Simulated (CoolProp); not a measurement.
A single-stage vapour-compression cycle with the fluid: evaporating at 313.15 K (dew point), condensing at 355.15 K (bubble point), superheat 0 K, subcooling 0 K, compressor efficiency 0.75, no pressure losses. The same conditions are run with several fluids, on thermodynamics alone (safety and materials aside).

Values from CoolProp's reference Helmholtz-energy equation of state of each fluid (sulfur dioxide: Gao 2016; ammonia: Gao 2020; methanol: de Reuck 1993; propane: Lemmon 2009; trans-2-butene: Lemmon 2005; chlorine: Thol 2021).

```csv
fluid,cooling COP,pressure ratio,discharge temperature (K),refrigerating effect (kJ/kg),volumetric capacity (kJ/m³)
sulfur dioxide,4.68,2.99,411.7,278,4760
ammonia,4.48,2.78,409.9,878,10600
methanol,5.04,5.47,433.9,1030,464
propane,3.33,2.37,364.4,167,5040
trans-2-butene,4.45,2.83,358.5,258,2260
chlorine,4.52,2.46,409.2,190,6860
```
